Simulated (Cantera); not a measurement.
Input: 1 mol SiCl4, 0.059 mol O3, 22 mol N2, 0.19 mol NO, at 2.85 Torr.

These are equilibrium values from Cantera (NASA tables, ideal gas, pure condensed phases), not measurements of a reactor. Candidate condensed phases: Si, SiO2, Si2N2O, Si3N4; 23 gas species. Equilibrium is a limit: real reactors are often held back by kinetics, nucleation or transport.

**Question.** At 850 K, list the 4 most abundant gas species with their mole fractions, and the condensed phases.

**Answer.** N2 0.949, SiCl4 0.0351, Cl2 0.0157, Cl 5.68e-5. Condensed: SiO2(β-quartz).
